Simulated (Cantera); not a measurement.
What does this Cantera script print?

```python
import numpy as np
import cantera as ct

gas_names = """
    B BH BH2 BH3 BN B2 H H2 N NH NH2 NH3 N2 N2H2 N2H4
""".split()
cond_names = """
    B(b) B(L) BN(s)
""".split()


# ... load() reads the species with a 1 bar reference pressure and builds the phases ...
atoms = {
    'B2H6': {'B': 2, 'H': 6},
    'N2': {'N': 2},
}
top_T = {'BN(s)': 3200}  # K; cautious upper limits of use, not melting points


# ... equilibrate(T, P, feed) seeds the gas with the atoms and calls Mixture.equilibrate('TP', solver="vcs", rtol=1e-11, max_steps=5000) ...
results = []
feed = {'B2H6': 1, 'N2': 6.9}  # mol
T = 2225  # K
for P in [10, 37, 140, 520, 1900, 7200, 27000, 100000]:
    mix = equilibrate(T, P, feed)
    results.append((T, P, feed, dict(zip(mix.species_names, mix.species_moles))))
    x = sorted(zip(gas.X, gas.species_names), reverse=True)
    print(f"T = {T:g} K  P = {P:g} Pa  gas = {mix.phase_moles(0):.4g} mol")
    print("   x: " + "  ".join(f"{s} {v:.3e}" for v, s in x if v > 0.001))
    print("   condensed (mol): " + ("  ".join(f"{mix.phase(i).name} {mix.phase_moles(i):.4g}"
          for i in range(1, mix.n_phases) if mix.phase_moles(i) > 1e-12) or "none"))
```

Output:

```
T = 2225 K  P = 10 Pa  gas = 11.76 mol
   x: N2 5.869e-01  H 2.386e-01  H2 1.356e-01  B 3.838e-02
   condensed (mol): B(b) 1.542
T = 2225 K  P = 37 Pa  gas = 10.83 mol
   x: N2 6.370e-01  H2 2.011e-01  H 1.510e-01  B 1.037e-02
   condensed (mol): B(b) 1.882
T = 2225 K  P = 140 Pa  gas = 10.37 mol
   x: N2 6.651e-01  H2 2.459e-01  H 8.584e-02  B 2.742e-03
   condensed (mol): B(b) 1.967
T = 2225 K  P = 520 Pa  gas = 9.137 mol
   x: N2 6.463e-01  H2 3.032e-01  H 4.946e-02
   condensed (mol): BN(s) 1.99
T = 2225 K  P = 1900 Pa  gas = 9.022 mol
   x: N2 6.541e-01  H2 3.190e-01  H 2.654e-02
   condensed (mol): BN(s) 1.997
T = 2225 K  P = 7200 Pa  gas = 8.963 mol
   x: N2 6.584e-01  H2 3.277e-01  H 1.382e-02
   condensed (mol): BN(s) 1.999
T = 2225 K  P = 27000 Pa  gas = 8.932 mol
   x: N2 6.605e-01  H2 3.322e-01  H 7.185e-03
   condensed (mol): BN(s) 1.999
T = 2225 K  P = 100000 Pa  gas = 8.917 mol
   x: N2 6.617e-01  H2 3.345e-01  H 3.746e-03
   condensed (mol): BN(s) 2
```

Cantera equilibrium calculation (NASA polynomials, part measured and part estimated; ideal gas, pure solids and liquids). The feed counts by its element totals alone. The tables' values for BH2 are old estimates; treat these amounts as uncertain.
